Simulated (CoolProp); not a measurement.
CH3F (R41) along the isobar 53.8 bar: fugacity coefficient from the reference equation and from simpler models built on Tc = 317.3 K, pc = 59.06 bar, ω = 0.200; each cubic takes its own stable root.

Values from CoolProp's reference Helmholtz-energy equation of state, Lemmon 2006. It is a short technical equation, of lower accuracy than the large ones.

```csv
T (K),phase,reference,van der Waals,Redlich-Kwong,Soave-Redlich-Kwong,Peng-Robinson
198.7,liquid,0.02509,0.1353,0.03909,0.02561,0.02545
212.1,liquid,0.04700,0.1844,0.07001,0.04904,0.04823
225.4,liquid,0.08008,0.2410,0.1139,0.08496,0.08295
238.7,liquid,0.1267,0.3046,0.1719,0.1360,0.1322
252.1,liquid,0.1889,0.3749,0.2447,0.2044,0.1979
265.4,liquid,0.2662,0.4493,0.3299,0.2892,0.2795
278.7,liquid,0.3585,0.5269,0.4256,0.3894,0.3761
292,liquid,0.4636,0.6054,0.5280,0.5014,0.4843
305.4,liquid,0.5785,0.6824,0.6320,0.6193,0.5985
318.7,gas,0.6692,0.7301,0.7029,0.7035,0.6811
332,gas,0.7140,0.7587,0.7394,0.7445,0.7217
345.4,gas,0.7499,0.7828,0.7694,0.7780,0.7552
358.7,gas,0.7795,0.8033,0.7946,0.8061,0.7834
372,gas,0.8045,0.8212,0.8163,0.8302,0.8078
385.4,gas,0.8262,0.8371,0.8352,0.8513,0.8292
398.7,gas,0.8449,0.8511,0.8517,0.8695,0.8478
```
